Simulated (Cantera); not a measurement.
A closed system holds: 1 mol Si₃N₄, 0.13 mol O₂, 380 mol N₂, equilibrated at 2175 K.

These are equilibrium values from Cantera (NASA tables, ideal gas, pure condensed phases), not measurements of a reactor. Candidate condensed phases: Si, SiO₂, Si₂N₂O, Si₃N₄; 16 gas species. Kinetics and transport are ignored.

Which condensed phases are stable at each of these points (P (Pa)): 0.100, 0.600, 3.60, 22, 130, 770, 4600, 28000, 170000, 1000000?


| P (Pa) | condensed phases | Si condensed (%) |
|---|---|---|
| 0.100 | gas only | 0.0 |
| 0.600 | gas only | 0.0 |
| 3.60 | gas only | 0.0 |
| 22 | gas only | 0.0 |
| 130 | gas only | 0.0 |
| 770 | gas only | 0.0 |
| 4600 | gas only | 0.0 |
| 28000 | Si(l) | 73.7 |
| 170000 | Si₃N₄(s) | 88.2 |
| 1000000 | Si₃N₄(s) | 91.2 |

From 0.000750 Torr to 34.5 Torr nothing is condensed. At 210 Torr the condensed part is Si(l). From 1280 Torr to 7500 Torr the condensed part is Si₃N₄(s).
